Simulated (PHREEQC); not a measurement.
1 kg of water holding 0.33 mol/kgw NaCl and 0.054 mol/kgw KCl is evaporated at 90 °C; the solids stay in contact with the brine. The system is closed to CO2. Solids allowed: Halite, Sylvite. Others were left out.

The series has 28 steps of water left (kg), from 1 to 0.005012.

Model: Pitzer model, pitzer.dat, run in PHREEQC.

**Question.** Which solids form, in which order, and at which step of the series does each first stand?

**Answer.** Halite from water left = 0.05275 kg; Sylvite from water left = 0.01099 kg.

Complexes and solids missing from the database can't appear. At this temperature some constants are extrapolated from 25 °C, and those without enthalpy data are left unchanged.
